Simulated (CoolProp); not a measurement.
Properties of nitrogen along the isobar 15.6 MPa.

Computed with CoolProp (reference Helmholtz-energy equation of state, Span 2000).

```tsv
T (°C)	phase	cp (kJ/(kg K))	expansivity (1/kK)
-200.45	liquid	1.929	4.243
-182.25	liquid	1.931	4.918
-163.95	liquid	1.970	5.924
-145.65	supercritical	2.058	7.487
-127.35	supercritical	2.173	9.612
-109.05	supercritical	2.185	11.11
-90.75	supercritical	2.009	10.56
-72.45	supercritical	1.781	8.917
-54.25	supercritical	1.603	7.401
-35.95	supercritical	1.477	6.238
-17.65	supercritical	1.389	5.375
0.65	supercritical	1.326	4.724
18.95	supercritical	1.279	4.220
37.25	supercritical	1.244	3.819
55.45	supercritical	1.216	3.495
```
